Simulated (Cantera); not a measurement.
## SiH₂Cl₂ + H₂ + Cl₂ (silicon epitaxy and polysilicon growth)

A closed system holds: 1 mol SiH₂Cl₂, 440 mol H₂, 0.0038 mol Cl₂, equilibrated at 1048.15 K and 1.33 mbar.

Equilibrium computed with Cantera from the NASA thermochemical tables; the gas is ideal and each condensed phase is pure. Candidate condensed phases: Si; 19 gas species. Kinetics and transport are ignored.

- x(H₂) = 0.996
- x(HCl) = 0.00446
- x(SiCl₂) = 3.72e-5
- x(SiHCl₃) = 1.20e-6
- x(SiCl₃) = 1.03e-6
- n(Si(s)) = 0.982 mol
- gas amount = 442.0 mol
